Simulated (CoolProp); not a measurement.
Vapour-liquid equilibrium of n-hexane (1) + toluene (2) at 0.00208 MPa; x and y are mole fractions of (1).

The numbers come from the multi-fluid Helmholtz-energy mixture model, Thol 2019 and Lemmon 2006; pair parameters Bell 2016 in CoolProp.

**Question.** Give the bubble temperature and the first vapour's composition at x = 0.25, 0.55, 0.85. Is there an azeotrope?

**Answer.** x = 0.25: 267.9 K, y = 0.757; x = 0.55: 260.9 K, y = 0.895; x = 0.85: 256.7 K, y = 0.967. No azeotrope shows between x = 0.05 and 0.95.

Pair parameters are fitted to limited data, so mixtures are less certain than the pure fluids.
